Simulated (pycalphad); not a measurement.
Source of the numbers: pycalphad with the COST 507 light-alloy database (1999); pressure 1 atm. These are 1990s assessments: newer ones move some temperatures and phases. Amounts are mole fractions of atoms.

Q: Give the equilibrium state of Al-1.79Si-1.82C (at.%) at 1177 °C.

A: 
```
T = 1450.00 K, P = 101325 Pa, N = 1 mol of atoms
G = -79164 J/mol, H = 43557 J/mol, S = 84.64 J/(mol K)  (SER reference)
chemical potentials (J/mol): Al -78855, Si -107156, C -67998
phase             fraction      x(Al)      x(Si)       x(C)
LIQUID              0.9577     0.9813     0.0187   5.93e-05
AL4C3               0.0423     0.5707    0.00074     0.4286
```

Q: Give the equilibrium state of Al-1.79Si-1.82C (at.%) at 257 °C.

A: 
```
T = 530.00 K, P = 101325 Pa, N = 1 mol of atoms
G = -17785 J/mol, H = 4533 J/mol, S = 42.11 J/(mol K)  (SER reference)
chemical potentials (J/mol): Al -16850, Si -11539, C -73424
phase             fraction      x(Al)      x(Si)       x(C)
FCC_A1              0.9433     0.9997   0.000252      1e-14
AL8SIC7             0.0416     0.5000     0.0625     0.4375
DIAMOND_A4          0.0151    5.7e-11     1.0000      1e-14
```

Database names, with the compositions (at.%) that they take in these runs: AL4C3: Al 57 C 43; AL8SIC7: Al 50 C 44 Si 6. FCC_A1 is fcc; DIAMOND_A4 is diamond (Si).
